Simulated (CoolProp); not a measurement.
Vapour pressure (MPa) of octamethyltrisiloxane (MDM): the reference equation beside estimates from Tc = 565.4 K, pc = 1.438 MPa, ω = 0.528.

Values from CoolProp's reference Helmholtz-energy equation of state, Thol 2017.

```
T (K)  reference  van der Waals  Soave-Redlich-Kwong
-----  ---------  -------------  -------------------
420.8    0.08913         0.3913              0.08846
424      0.09707         0.4059              0.09638
427.3     0.1058         0.4214               0.1051
430.5     0.1149         0.4368               0.1142
433.7     0.1245         0.4526               0.1239
436.9     0.1348         0.4686               0.1341
440.1     0.1457         0.4851               0.1451
443.4     0.1576         0.5024               0.1571
446.6     0.1699         0.5196               0.1694
449.8     0.1829         0.5372               0.1825
453       0.1967         0.5551               0.1964
456.2     0.2112              ?               0.2111
459.5     0.2270         0.5927               0.2271
462.7          ?         0.6118               0.2435
465.9     0.2602              ?               0.2607
```

### Question
Some entries are withheld; supply them.

### Answer

- 456.2, van der Waals: 0.5734
- 462.7, reference: 0.2432
- 465.9, van der Waals: 0.6312

Absolute difference from the reference over all 15 rows, mean and median: van der Waals 227.1 and 218.8 %, Soave-Redlich-Kwong 0.4 and 0.3 %.
